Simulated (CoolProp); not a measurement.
Vapour pressure (MPa) of isohexane: the reference equation beside estimates from Tc = 497.7 K, pc = 3.043 MPa, ω = 0.280.

Computed with CoolProp (reference Helmholtz-energy equation of state, Lemmon 2006). It is a short technical equation, of lower accuracy than the large ones.

```csv
T (K),reference,Lee-Kesler,Soave-Redlich-Kwong
390.8,(withheld),0.4698,0.4714
395.2,0.5136,(withheld),0.5197
399.7,0.5656,0.5700,0.5729
404.1,0.6202,0.6250,0.6287
408.6,(withheld),0.6852,0.6899
413.1,0.7440,0.7496,(withheld)
417.5,0.8109,0.8167,0.8239
422,0.8838,(withheld),0.8985
426.4,0.9597,0.9660,(withheld)
430.9,1.042,1.049,1.061
```

Task: Complete the blanks.

Result: 
- 390.8, reference: 0.4662
- 395.2, Lee-Kesler: 0.5176
- 408.6, reference: 0.6800
- 413.1, Soave-Redlich-Kwong: 0.7555
- 422, Lee-Kesler: 0.8899
- 426.4, Soave-Redlich-Kwong: 0.9762

Absolute difference from the reference over all 10 rows, mean and median: Lee-Kesler 0.7 and 0.8 %, Soave-Redlich-Kwong 1.5 and 1.5 %.
